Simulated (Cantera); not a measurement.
An isothermal, constant-pressure homogeneous reactor starts with H₂ : O₂ : N₂ = 1.2 : 1 : 0.97 (molar parts), at 825 K and 0.130 bar. Integrator tolerance rtol = 1e-08.

Cantera simulation using the H2/O2 subset of GRI-Mech 3.0, which has no nitrogen chemistry; the numbers are that mechanism's predictions, not measurements. Radical loss at walls, strong at low pressure, is not modelled. Below about 950 K walls govern HO2 and H2O2 in real vessels. The temperature is held fixed by assumption; the heat of reaction is taken as removed at once.

```json
[
 {"quantity": "x(H₂) at 6.00 s", "before": "0.207 (gas-phase equilibrium <1e-12)", "after": "6.99e-8 (gas-phase equilibrium 6.99e-8)"},
 {"quantity": "x(O₂) at 6.00 s", "before": "0.243 (gas-phase equilibrium 0.156)", "after": "0.156 (gas-phase equilibrium 0.156)"},
 {"quantity": "x(H₂O) at 6.00 s", "before": "0.211 (gas-phase equilibrium 0.467)", "after": "0.467 (gas-phase equilibrium 0.467)"},
 {"quantity": "x(OH) at 6.00 s", "before": "2.50e-9 (gas-phase equilibrium 6.12e-9)", "after": "1.40e-5 (gas-phase equilibrium 1.40e-5)"},
 {"quantity": "x(H₂O₂) at 6.00 s", "before": "0.000442 (gas-phase equilibrium 1.25e-11)", "after": "1.98e-9 (gas-phase equilibrium 1.98e-9)"},
 {"quantity": "x(O) at 6.00 s", "before": "5.30e-9 (gas-phase equilibrium <1e-12)", "after": "4.64e-8 (gas-phase equilibrium 4.63e-8)"},
 {"quantity": "x(HO₂) at 6.00 s", "before": "1.41e-5 (gas-phase equilibrium 3.25e-11)", "after": "1.82e-8 (gas-phase equilibrium 1.82e-8)"}
]
```

Task: Name the change that produced these shifts.
(A) temperature 825 to 923 K
(B) pressure from 0.130 bar to 0.160 bar
(C) temperature 825 to 1225 K
(D) temperature 825 to 1125 K

Result: C, temperature 825 to 1225 K
